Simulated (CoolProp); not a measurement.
A closed Brayton cycle with carbon dioxide: compressor inlet 320.15 K and 8.1 MPa, high pressure 21.7 MPa, turbine inlet 965 K, compressor efficiency 0.85, turbine efficiency 0.93, recuperator effectiveness 0.9 (on enthalpy, no pinch check). Each further row changes one setting.

Model: reference Helmholtz-energy equation of state, Span 1996, in CoolProp.

```tsv
case	thermal efficiency (%)	net work (kJ/kg)	compressor to turbine work	compressor exit (K)	turbine exit (K)
as stated	38.5	111	0.30	399.7	830.8
turbine inlet 915 K	37.3	102	(withheld)	399.7	785.5
compressor inlet 330.15 K	37.7	104	0.34	(withheld)	830.8
high pressure 18.4 MPa	36.7	95.3	0.29	386.0	(withheld)
recuperator effectiveness 0.5	22.7	111	0.30	399.7	830.8
```

Question: Fill in the missing entries.

Answer: 
- turbine inlet 915 K, compressor to turbine work: 0.32
- compressor inlet 330.15 K, compressor exit (K): 416.9
- high pressure 18.4 MPa, turbine exit (K): 852.6
